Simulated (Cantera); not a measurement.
Input (Python, Cantera):

```python
import numpy as np
import cantera as ct

gas = ct.Solution("SiF4_NH3_mec.yaml", "gas")
gas.TPX = 1848, 86000, {'NH3': 1, 'H2': 2}
inlet = ct.Reservoir(gas, clone=True)

reactor = ct.IdealGasConstPressureReactor(gas, energy="off", clone=False)
exhaust = ct.Reservoir(gas, clone=True)
tau = [2.1, 1, 0.47, 0.22, 0.1, 0.047, 0.022, 0.01, 0.0048, 0.0022][0]
for a, b in ((inlet, reactor), (reactor, exhaust)):
    ct.MassFlowController(a, b, mdot=lambda t: reactor.mass / tau)
net = ct.ReactorNet([reactor])
show = ['NH3', 'H2', 'NH', 'N2H4', 'NH2', 'N2']

rows = []
print(f"{'tau/s':>10s}{'T/K':>9s}" + "".join(f"{s:>11s}" for s in show))
for tau in [2.1, 1, 0.47, 0.22, 0.1, 0.047, 0.022, 0.01, 0.0048, 0.0022]:
    net.initial_time = 0.0
    net.advance(30 * tau)
    before = gas.X
    net.advance(40 * tau)
    drift = np.max(np.abs(gas.X - before) / (gas.X + 1e-9))
    rows.append([gas.T, *gas[show].X, drift])
    print(f"{tau:10.3e}{gas.T:9.1f}" + "".join(f"{x:11.3e}" for x in gas[show].X))
```

Result:

```
     tau/s      T/K        NH3         H2         NH       N2H4        NH2         N2
 2.100e+00   1848.0  6.108e-02  8.364e-01  1.416e-06  8.294e-09  7.392e-05  1.020e-01
 1.000e+00   1848.0  9.527e-02  8.151e-01  1.793e-06  1.644e-08  1.040e-04  8.921e-02
 4.700e-01   1848.0  1.431e-01  7.852e-01  2.174e-06  3.011e-08  1.408e-04  7.124e-02
 2.200e-01   1848.0  1.989e-01  7.504e-01  2.502e-06  4.839e-08  1.785e-04  5.033e-02
 1.000e-01   1848.0  2.518e-01  7.173e-01  2.742e-06  6.749e-08  2.107e-04  3.046e-02
 4.700e-02   1848.0  2.883e-01  6.945e-01  2.874e-06  8.123e-08  2.312e-04  1.676e-02
 2.200e-02   1848.0  3.104e-01  6.807e-01  2.927e-06  8.926e-08  2.423e-04  8.474e-03
 1.000e-02   1848.0  3.225e-01  6.731e-01  2.913e-06  9.236e-08  2.465e-04  3.934e-03
 4.800e-03   1848.0  3.281e-01  6.696e-01  2.824e-06  9.111e-08  2.448e-04  1.835e-03
 2.200e-03   1848.0  3.310e-01  6.678e-01  2.601e-06  8.455e-08  2.358e-04  7.596e-04
```

Model: the gas-phase N/H chemistry of the illustrative SiF4/NH3 mechanism in the Surface Chemkin manual (1991), integrated in Cantera. Walls and surfaces, which speed up NH3 decomposition in real reactors, are not modelled.
